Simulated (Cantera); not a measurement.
## Thermodynamics of silicon nitride deposition, feed SiH₄ + NH₃ + N₂

A closed system holds: 1 mol SiH₄, 2 mol NH₃, 20 mol N₂, at 13.3 mbar.

Method: chemical equilibrium by Gibbs-energy minimisation in Cantera with the NASA 1993 tables (ideal gas, pure condensed phases). Candidate condensed phases: Si, Si₃N₄; 18 gas species. The tables' values for SiN are old estimates; treat these amounts as uncertain. Gases not in the tables: Si₂H₆ and higher silanes. The numbers say what is thermodynamically allowed, not how fast it happens.

```json
[
 {"T (K)": "1523", "x N₂": "0.803", "x H₂": "0.197", "x H": "8.89e-5", "x Si": "4.91e-8", "x SiH": "7.36e-9", "x Si₂N": "3.32e-10", "n Si₃N₄(s)": "0.333", "n Si(l)": "0"},
 {"T (K)": "1623", "x N₂": "0.803", "x H₂": "0.197", "x H": "0.000266", "x Si": "1.40e-6", "x SiH": "1.44e-7", "x Si₂N": "2.36e-8", "n Si₃N₄(s)": "0.333", "n Si(l)": "0"},
 {"T (K)": "1723", "x N₂": "0.802", "x H₂": "0.197", "x H": "0.000701", "x Si": "2.70e-5", "x SiH": "1.99e-6", "x Si₂N": "1.01e-6", "n Si₃N₄(s)": "0.333", "n Si(l)": "0"},
 {"T (K)": "1823", "x N₂": "0.807", "x H₂": "0.191", "x H": "0.00164", "x Si": "0.000332", "x SiH": "1.79e-5", "x Si₂N": "2.23e-5", "n Si₃N₄(s)": "0", "n Si(l)": "0.989"},
 {"T (K)": "1923", "x N₂": "0.805", "x H₂": "0.190", "x H": "0.00356", "x Si": "0.00127", "x SiH": "5.24e-5", "x Si₂N": "5.88e-5", "n Si₃N₄(s)": "0", "n Si(l)": "0.960"},
 {"T (K)": "2023", "x N₂": "0.801", "x H₂": "0.187", "x H": "0.00711", "x Si": "0.00427", "x SiH": "0.000137", "x Si₂N": "0.000140", "n Si₃N₄(s)": "0", "n Si(l)": "0.871"},
 {"T (K)": "2123", "x N₂": "0.791", "x H₂": "0.182", "x H": "0.0132", "x Si": "0.0128", "x SiH": "0.000324", "x Si₂N": "0.000304", "n Si₃N₄(s)": "0", "n Si(l)": "0.617"}
]
```
x: gas mole fraction; n: condensed amount in mol.

From 1523 K to 1723 K the condensed part is Si₃N₄(s). From 1823 K to 2123 K the condensed part is Si(l). The main Si-bearing gas is Si throughout.
